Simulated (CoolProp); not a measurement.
Saturated liquid density (kg/m³) of propylene glycol: the reference equation beside estimates from Tc = 674.0 K, pc = 72.92 bar, ω = 0.327.

The numbers come from the reference Helmholtz-energy equation of state, Eisenbach 2021 in CoolProp.

```
T (K)   reference  van der Waals  Peng-Robinson
-----  ----------  -------------  -------------
357.8       985.6     (withheld)           1098
382.7       964.9          623.4           1076
407.7       943.1          608.3           1052
432.7       920.1          592.3           1025
457.7       895.8          575.3          995.1
482.7       869.8     (withheld)          961.9
507.7       841.7          537.5          924.6
532.7  (withheld)          516.2          882.4
557.7       777.0          492.7          834.1
582.7       738.6          466.4          777.8
607.7       693.5          436.1          710.5
```

Problem. What belongs in the gaps?

Solution. 
- 357.8, van der Waals: 637.7
- 482.7, van der Waals: 557.1
- 532.7, reference: 811.0

Absolute difference from the reference over all 11 rows, mean and median: van der Waals 36.1 and 36.0 %, Peng-Robinson 9.2 and 10.6 %.
